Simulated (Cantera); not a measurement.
Ignition delay

Mixture: 14.4 % CH3OH, 18.0 % O2, 67.6 % N2, at 2550 Torr, adiabatic and at constant volume. Ignition delay is the time to a rise of 400 K.

Computed with Cantera and GRI-Mech 3.0 (53 species, 325 reactions). GRI-Mech 3.0 was tuned for natural gas; its chemistry of methanol as a main component is partial and can be far from experiment.

```json
[
 {"T0 (K)": "1048", "delay (ms)": "59.3"},
 {"T0 (K)": "1123", "delay (ms)": "12.6"},
 {"T0 (K)": "1198", "delay (ms)": "3.26"},
 {"T0 (K)": "1273", "delay (ms)": "1.00"},
 {"T0 (K)": "1348", "delay (ms)": "0.356"},
 {"T0 (K)": "1423", "delay (ms)": "0.144"},
 {"T0 (K)": "1498", "delay (ms)": "0.0652"}
]
```

```yaml
apparent activation energy between 1348 and 1498 K: 190 kJ/mol
```
